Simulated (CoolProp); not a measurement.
Computed with CoolProp (reference Helmholtz-energy equation of state, Zhou 2012).

### Question
For p-xylene, give the phase and the density (kg/m³), cv (kJ/(kg K)), expansivity (1/kK) at 350.5 K and 794 kPa.

### Answer
- 350.5 K and 794 kPa: liquid; density 811, cv 1.48, expansivity 1.11
